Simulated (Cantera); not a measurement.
A Cantera script and its output.

```python
import numpy as np
import cantera as ct

gas = ct.Solution("gri30.yaml")


def delay(T, t_max=10):
    gas.TPX = T, 340000, {'CH4': 1, 'C2H6': 0.034, 'C3H8': 0.076, 'O2': 3.12, 'N2': 11.7, 'H2O': 0.73}
    reactor = ct.IdealGasConstPressureReactor(gas, clone=False)
    net = ct.ReactorNet([reactor])
    net.rtol, net.atol = 1e-8, 1e-16
    while net.time < t_max:
        t_old, T_old = net.time, reactor.T
        net.step()
        if reactor.T > T + 400:  # ignition: a rise of 400 K
            return t_old + (T + 400 - T_old) / (reactor.T - T_old) * (net.time - t_old)
    return np.nan


taus = []
for T in [1000, 1100, 1200, 1300, 1400, 1500, 1600, 1700, 1800, 1900]:
    taus.append(delay(T))
    print(f"T0 = {T:6g} K   tau = {taus[-1]:.4e} s")
```

Output:

```
T0 =   1000 K   tau = 9.2547e-02 s
T0 =   1100 K   tau = 2.0362e-02 s
T0 =   1200 K   tau = 4.5687e-03 s
T0 =   1300 K   tau = 1.0830e-03 s
T0 =   1400 K   tau = 2.9896e-04 s
T0 =   1500 K   tau = 1.0056e-04 s
T0 =   1600 K   tau = 4.1150e-05 s
T0 =   1700 K   tau = 2.0028e-05 s
T0 =   1800 K   tau = 1.1255e-05 s
T0 =   1900 K   tau = 7.0846e-06 s
```

Detailed kinetics in Cantera: GRI-Mech 3.0 (53 species, 325 reactions).
